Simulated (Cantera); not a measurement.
## Cu + CO + H₂ (metals in furnace atmospheres)

Input: 1 mol Cu, 2.8 mol CO, 20 mol H₂, held at 24.0 bar.

These are equilibrium values from Cantera (NASA tables, ideal gas, pure condensed phases), not measurements of a reactor. Candidate condensed phases: C, C₆H₆, C₇H₈, C₈H₁₈, Cu, CuO, Cu(OH)₂, Cu₂O, H₂O; 113 gas species. Kinetics and transport are ignored.

From 500 °C to 1000 °C the condensed part is Cu(s). From 1100 °C to 1700 °C the condensed part is Cu(l).

| T (°C) | log p H₂ | log p CH₄ | log p H₂O | log p CO | log p CO₂ | log p H | log p Cu | n Cu(s) | n Cu(l) |
|---|---|---|---|---|---|---|---|---|---|
| 500 | 1.21 | 0.59 | 0.59 | -4.45 | -4.36 | <-10 | <-10 | 1.00 | 0 |
| 600 | 1.21 | 0.59 | 0.59 | -2.73 | -2.92 | -9.73 | <-10 | 1.00 | 0 |
| 700 | 1.21 | 0.58 | 0.58 | -1.37 | -1.80 | -8.36 | <-10 | 1.00 | 0 |
| 800 | 1.23 | 0.52 | 0.51 | -0.44 | -1.12 | -7.24 | -9.62 | 1.00 | 0 |
| 900 | 1.26 | 0.35 | 0.33 | 0.06 | -0.98 | -6.30 | -8.24 | 1.00 | 0 |
| 1000 | 1.29 | 0.11 | 0.09 | 0.28 | -1.14 | -5.50 | -7.08 | 1.00 | 0 |
| 1100 | 1.31 | -0.15 | -0.18 | 0.38 | -1.42 | -4.82 | -6.10 | 0 | 1.000 |
| 1200 | 1.31 | -0.41 | -0.44 | 0.42 | -1.72 | -4.24 | -5.29 | 0 | 1.000 |
| 1300 | 1.32 | -0.65 | -0.67 | 0.44 | -2.01 | -3.73 | -4.58 | 0 | 1.000 |
| 1400 | 1.32 | -0.87 | -0.88 | 0.45 | -2.27 | -3.28 | -3.95 | 0 | 1.000 |
| 1500 | 1.32 | -1.06 | -1.08 | 0.46 | -2.51 | -2.89 | -3.40 | 0 | 1.000 |
| 1600 | 1.32 | -1.24 | -1.25 | 0.46 | -2.72 | -2.53 | -2.91 | 0 | 0.999 |
| 1700 | 1.32 | -1.40 | -1.40 | 0.46 | -2.90 | -2.21 | -2.48 | 0 | 0.997 |
log p: log10 of the partial pressure in bar; n: condensed amount in mol.
